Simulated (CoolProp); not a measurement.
Vapour-liquid equilibrium of R141b (1) + n-pentane (2) at -52.85 °C; x and y are mole fractions of (1).

Values from CoolProp's multi-fluid Helmholtz-energy mixture model, Lemmon 2006 and Thol 2019; pair parameters Bell 2016.

```tsv
x	bubble pressure (MPa)	y at the bubble point	dew pressure at overall composition x (MPa)	liquid density (mol/L)
0.05	0.001171	0.107	0.001132	9.708
0.2	(withheld)	0.303	0.001236	9.976
0.35	0.001370	0.422	0.001335	(withheld)
0.5	0.001396	(withheld)	0.001393	10.57
0.65	0.001393	0.623	0.001388	10.91
0.8	(withheld)	0.749	(withheld)	11.26
0.95	0.001283	0.924	(withheld)	11.64
```

### Question
What belongs in the gaps?

### Answer

- 0.2, bubble pressure (MPa): 0.001306
- 0.35, liquid density (mol/L): 10.26
- 0.5, y at the bubble point: 0.521
- 0.8, bubble pressure (MPa): 0.001359
- 0.8, dew pressure at overall composition x (MPa): 0.001339
- 0.95, dew pressure at overall composition x (MPa): 0.001270

y crosses x between x = 0.5 and 0.65: the model has an azeotrope there.

The pair parameters rest on a limited set of measurements; away from them the model extrapolates.
